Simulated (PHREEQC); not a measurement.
Synthetic water in mg/L, 52 °C, pH 6.32, pe 11.5: Na 10.7; K 1.27; Ca 13.9; Mg 5.69; Cl 24.8; S(6) as SO4 4.6; Alkalinity as HCO3 54.9; Pb 0.0382; Cd 0.0363; Cu(2) 0.0459; Si as SiO2 2.81; Li 0.0129; Ba 0.0494.

Valence states are taken as typed.

Computed with PHREEQC (ion-association model, wateq4f.dat).

```json
[
 {"quantity": "HCO3- (mol/kgw)", "before": "0.000892", "after": "0.000884"},
 {"quantity": "CO2 (mol/kgw)", "before": "0.000780", "after": "7.73e-5"},
 {"quantity": "SO4-2 (mol/kgw)", "before": "4.26e-5", "after": "4.26e-5"},
 {"quantity": "CaHCO3+ (mol/kgw)", "before": "3.98e-6", "after": "3.93e-6"},
 {"quantity": "MgSO4 (mol/kgw)", "before": "2.80e-6", "after": "2.80e-6"},
 {"quantity": "CaSO4 (mol/kgw)", "before": "2.36e-6", "after": "2.35e-6"},
 {"quantity": "SI of Quartz (SiO2)", "before": "-0.71", "after": "-0.72"}
]
```

### Question
Name the change that produced these shifts.
A) all concentrations times 3 at the same typed pH
B) Si from 2.81 to 1.41 mg/L
C) pH from 6.32 to 5.5 at the same alkalinity
D) pH from 6.32 to 7.32 at the same alkalinity

### Answer
D, pH from 6.32 to 7.32 at the same alkalinity

Precipitation was switched off in this run. Some of these states are supersaturated (in Malachite, Tenorite (slow to form), for instance). Constants without temperature data keep their 25 °C values here. The database's constant for dissolved Cu(OH)2 is higher than later reviews accept.
